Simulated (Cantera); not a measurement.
An adiabatic, constant-volume homogeneous reactor starts with CH₄ : O₂ : N₂ = 1 : 3.33 : 12.5 (molar parts), at 1550 K and 0.750 atm.

Detailed kinetics in Cantera: GRI-Mech 3.0 (53 species, 325 reactions).

x: mole fraction; the columns are a selection and need not sum to one.

| t (s) | T (K) | P (bar) | x CH₄ | x O₂ | x H₂ | x OH | x HCO | x CO | x C₂H₆ |
|---|---|---|---|---|---|---|---|---|---|
| 1.00e-6 | 1550 | 0.760 | 0.0594 | 0.198 | 1.04e-8 | 7.71e-9 | <1e-12 | <1e-12 | <1e-12 |
| 2.61e-6 | 1550 | 0.760 | 0.0594 | 0.198 | 3.95e-8 | 1.87e-8 | <1e-12 | 1.88e-12 | <1e-12 |
| 6.81e-6 | 1550 | 0.760 | 0.0594 | 0.198 | 1.22e-7 | 2.57e-8 | <1e-12 | 2.81e-11 | 2.30e-11 |
| 1.78e-5 | 1550 | 0.760 | 0.0594 | 0.198 | 3.56e-7 | 3.94e-8 | 2.67e-12 | 4.25e-10 | 5.04e-10 |
| 4.64e-5 | 1550 | 0.760 | 0.0594 | 0.198 | ___ | ___ | 2.39e-11 | ___ | ___ |
| 0.000121 | 1550 | 0.760 | 0.0594 | 0.198 | 4.87e-6 | 2.63e-7 | 3.12e-10 | 2.25e-7 | 3.71e-7 |
| 0.000316 | 1551 | 0.760 | 0.0590 | 0.198 | 4.95e-5 | 1.49e-6 | 1.06e-8 | 1.45e-5 | 2.16e-5 |
| 0.000825 | 2549 | 1.29 | <1e-12 | 0.0787 | ___ | ___ | ___ | ___ | <1e-12 |
| 0.00215 | 2699 | 1.35 | <1e-12 | 0.0744 | 0.00467 | 0.0186 | 6.78e-9 | 0.0138 | <1e-12 |
| 0.00562 | 2689 | 1.35 | <1e-12 | 0.0709 | 0.00461 | 0.0179 | 6.44e-9 | 0.0136 | <1e-12 |
| 0.0147 | 2688 | 1.34 | <1e-12 | 0.0703 | 0.00460 | 0.0178 | 6.38e-9 | 0.0136 | <1e-12 |
| 0.0383 | 2688 | 1.34 | <1e-12 | 0.0703 | 0.00460 | 0.0178 | 6.38e-9 | 0.0136 | <1e-12 |
| 0.100 | 2688 | 1.34 | <1e-12 | 0.0703 | 0.00460 | 0.0178 | 6.38e-9 | 0.0136 | <1e-12 |

### Question
What belongs in the gaps?

### Answer

- 4.64e-5, x H₂: 1.13e-6
- 4.64e-5, x OH: 8.35e-8
- 4.64e-5, x CO: 8.05e-9
- 4.64e-5, x C₂H₆: 1.18e-8
- 0.000825, x H₂: 0.00711
- 0.000825, x OH: 0.0214
- 0.000825, x HCO: 1.48e-8
- 0.000825, x CO: 0.0191
